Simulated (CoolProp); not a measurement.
A simple Rankine cycle with R11: condensing at 313.15 K, boiler at 0.77 MPa, turbine inlet 385 K, turbine efficiency 0.9, pump efficiency 0.7, no recuperator. Each further row changes one setting.

Model: reference Helmholtz-energy equation of state, Jacobsen 1992, in CoolProp.

```json
[
 {"case": "as stated", "thermal efficiency (%)": "12.1", "net work (kJ/kg)": "25.8", "heat in (kJ/kg)": "212", "turbine exit temperature (K)": "331.3", "volume ratio over the turbine": "(withheld)"},
 {"case": "turbine inlet 405 K", "thermal efficiency (%)": "12.2", "net work (kJ/kg)": "27.7", "heat in (kJ/kg)": "226", "turbine exit temperature (K)": "(withheld)", "volume ratio over the turbine": "(withheld)"},
 {"case": "condensing temperature 305.15 K", "thermal efficiency (%)": "(withheld)", "net work (kJ/kg)": "(withheld)", "heat in (kJ/kg)": "(withheld)", "turbine exit temperature (K)": "323.1", "volume ratio over the turbine": "5.30"},
 {"case": "boiler pressure 0.539 MPa", "thermal efficiency (%)": "9.5", "net work (kJ/kg)": "20.6", "heat in (kJ/kg)": "216", "turbine exit temperature (K)": "345.1", "volume ratio over the turbine": "2.91"},
 {"case": "turbine efficiency 0.8", "thermal efficiency (%)": "10.8", "net work (kJ/kg)": "22.9", "heat in (kJ/kg)": "212", "turbine exit temperature (K)": "(withheld)", "volume ratio over the turbine": "4.23"}
]
```

Task: Complete the blanks.

Result: 
- as stated, volume ratio over the turbine: 4.16
- turbine inlet 405 K, turbine exit temperature (K): 350.6
- turbine inlet 405 K, volume ratio over the turbine: 4.12
- condensing temperature 305.15 K, thermal efficiency (%): 13.7
- condensing temperature 305.15 K, net work (kJ/kg): 30.1
- condensing temperature 305.15 K, heat in (kJ/kg): 219
- turbine efficiency 0.8, turbine exit temperature (K): 335.9
